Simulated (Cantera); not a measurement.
Charge: 1 mol B2H6, 0.26 mol O2, 170 mol H2, held at 285 Torr.

Method: chemical equilibrium by Gibbs-energy minimisation in Cantera with the NASA 1993 tables (ideal gas, pure condensed phases). Candidate condensed phases: B, B2O3, B3O3H3, H2O; 23 gas species. The feed counts by its element totals alone. Kinetics and transport are ignored.

Task: At 1350 K, list the 3 most abundant gas species with their mole fractions, and the condensed phases.

Result: H2 0.999, B3O3H3 0.000814, HBO 0.000543. Condensed: B(s).
